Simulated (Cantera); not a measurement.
Charge: 1 mol CH3SiCl3, 0.41 mol C2H4, 1.9 mol H2, at 2075 K and 100 Torr.

These are equilibrium values from Cantera (NASA tables, ideal gas, pure condensed phases), not measurements of a reactor. Candidate condensed phases: C, C6H6, C7H8, C8H18, Si, SiC; 109 gas species. The feed counts by its element totals alone. The tables' values for SiCl3, SiCl are old estimates; treat these amounts as uncertain. The numbers say what is thermodynamically allowed, not how fast it happens.

Base state: H2 0.526, HCl 0.412, SiCl2 0.0508, H 0.00529, Cl 0.00306, SiCl3 0.00188, C2H2 (acetylene) 0.000653, SiCl 0.000238 (mole fractions); condensed: C(graphite) + SiC(s).

Question: What changes in the equilibrium state with this change: CH3SiCl3 replaced by SiHCl3?

Answer: 
| species | before | after |
|---|---|---|
| HCl | 0.412 | 0.465 |
| H2 | 0.526 | 0.445 |
| SiCl2 | 0.0508 | 0.0767 |
| SiCl4 | 7.14e-5 | 0.000163 |
| SiCl3 | 0.00188 | 0.00348 |
| SiHCl3 | 4.10e-5 | 7.00e-5 |
| C(graphite), mol | 1.12 | 0.197 |
| SiC(s), mol | 0.695 | 0.618 |

Question: What changes in the equilibrium state with this change: CH3SiCl3 replaced by SiH2Cl2?

Answer: 
| species | before | after |
|---|---|---|
| H2 | 0.526 | 0.611 |
| HCl | 0.412 | 0.341 |
| SiCl2 | 0.0508 | 0.0375 |
| SiCl4 | 7.14e-5 | 3.12e-5 |
| SiCl3 | 0.00188 | 0.00107 |
| SiHCl3 | 4.10e-5 | 2.51e-5 |
| SiH | 8.30e-6 | 1.12e-5 |
| C(graphite), mol | 1.12 | 0 |
| SiC(s), mol | 0.695 | 0.815 |
